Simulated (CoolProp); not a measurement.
The fluid at 430.3 K and 8.25 MPa expands adiabatically to 2.08 MPa with isentropic efficiency 0.9. The same conditions are run with several fluids, on thermodynamics alone (safety and materials aside).

Model: reference Helmholtz-energy equation of state of each fluid (n-butane: Bücker 2006; R134a: Tillner-Roth 1994; R227EA: Lemmon 2016; R13: Platzer 1990; ethane: Bücker 2006), in CoolProp. The equations of Platzer and Polt are older, rougher fits.

```csv
fluid,work (kJ/kg),final temperature (K),final phase,final density (kg/m³)
n-butane,[?],[?],"two-phase, vapour fraction 0.457",108
R134a,[?],[?],gas,99.4
R227EA,12.9,374.0,gas,166
R13,32.7,359.9,gas,[?]
ethane,[?],[?],gas,23.7
```

Some entries are withheld; supply them.


- n-butane, work (kJ/kg): 17.9
- n-butane, final temperature (K): 389.7
- R134a, work (kJ/kg): 23.3
- R134a, final temperature (K): 354.6
- R13, final density (kg/m³): 81.1
- ethane, work (kJ/kg): 114
- ethane, final temperature (K): 351.3
